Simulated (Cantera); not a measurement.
A closed system holds: 1 mol Si, 4.9 mol HCl, 0.42 mol H2, at 39000 Pa.

These are equilibrium values from Cantera (NASA tables, ideal gas, pure condensed phases), not measurements of a reactor. Candidate condensed phases: Si; 19 gas species. The tables' values for SiCl3 are old estimates; treat these amounts as uncertain. Kinetics and transport are ignored. All values below are at 727 °C.

Base state: H2 0.556, SiCl4 0.227, HCl 0.213, SiHCl3 0.00418, SiCl3 0.000156 (mole fractions); condensed: gas only.

Question: What changes in the equilibrium state with this change: HCl from 4.9 to 6 mol?

Answer: 
```tsv
species	before	after
H2	0.556	0.445
HCl	0.213	0.371
SiCl4	0.227	0.183
SiHCl3	0.00418	0.00155
SiCl3	0.000156	6.46e-5
```

Question: What changes in the equilibrium state with this change: Si replaced by SiCl4?

Answer: 
| species | before | after |
|---|---|---|
| HCl | 0.213 | 0.775 |
| SiCl4 | 0.227 | 0.158 |
| H2 | 0.556 | 0.0664 |
| SiHCl3 | 0.00418 | 9.53e-5 |
| SiCl3 | 0.000156 | 1.03e-5 |
